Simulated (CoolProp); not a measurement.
Vapour-liquid equilibrium of toluene (1) + n-decane (2) at 0.00298 bar; x and y are mole fractions of (1).

Computed with CoolProp (multi-fluid Helmholtz-energy mixture model, Lemmon 2006 and Lemmon 2006; pair parameters Bell 2016).

| x | bubble temperature (K) | y at the bubble point | dew temperature at overall composition x (K) | liquid density (mol/L) |
|---|---|---|---|---|
| 0.05 | 293.3 | 0.589 | 304.7 | 5.260 |
| 0.125 | 282.3 | 0.836 | 303.5 | 5.525 |
| 0.2 | 275.6 | 0.913 | 302.2 | 5.783 |
| 0.275 | 271.2 | 0.946 | 300.9 | 6.045 |
| 0.35 | 268.0 | 0.963 | 299.4 | 6.318 |
| 0.425 | 265.7 | 0.973 | 297.7 | 6.607 |
| 0.5 | 263.9 | 0.979 | 295.8 | 6.915 |
| 0.575 | 262.5 | 0.984 | 293.7 | 7.245 |
| 0.65 | 261.4 | 0.987 | 291.2 | 7.602 |
| 0.725 | 260.3 | 0.990 | 288.3 | 7.991 |
| 0.8 | 259.4 | 0.993 | 284.5 | 8.415 |
| 0.875 | 258.5 | 0.995 | 279.3 | 8.882 |
| 0.95 | 257.5 | 0.998 | 270.5 | 9.397 |

No azeotrope shows between x = 0.05 and 0.95.

Pair parameters are fitted to limited data, so mixtures are less certain than the pure fluids.
